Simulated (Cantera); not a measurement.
A closed system holds: 1 mol Ca(OH)2, 1.1 mol CO2, 0.046 mol H2, held at 13.0 Pa.

Cantera equilibrium calculation (NASA polynomials, part measured and part estimated; ideal gas, pure solids and liquids). Candidate condensed phases: C, C6H6, C7H8, C8H18, Ca, CaCO3, CaO, Ca(OH)2, H2O; 115 gas species. Rates play no part. All values below are at 1575 K.

Base state: CO2 0.494, H2O 0.480, CO 0.0180, H2 0.00604, O2 0.00118, OH 0.000818, H 0.000283, O 3.22e-5 (mole fractions); condensed: CaO(s).

Problem. What changes in the equilibrium state with this change: CO2 from 1.1 to 0.12 mol?

Solution. 
```
species        before     after
-----------  --------  --------
H2O             0.480     0.865
CO2             0.494    0.0934
H2            0.00604    0.0303
CO             0.0180   0.00947
O2            0.00118  0.000152
O             3.22e-5   1.16e-5
H            0.000283  0.000634
OH           0.000818  0.000659
CaO(s), mol     1.000     1.000
```

Problem. What changes in the equilibrium state with this change: H2 from 0.046 to 0.11 mol?

Solution. 
| species | before | after |
|---|---|---|
| H2O | 0.480 | 0.488 |
| CO2 | 0.494 | 0.461 |
| CO | 0.0180 | 0.0368 |
| H2 | 0.00604 | 0.0135 |
| O2 | 0.00118 | 0.000245 |
| O | 3.22e-5 | 1.47e-5 |
| H | 0.000283 | 0.000423 |
| OH | 0.000818 | 0.000557 |
| CaO(s), mol | 1.000 | 1.000 |
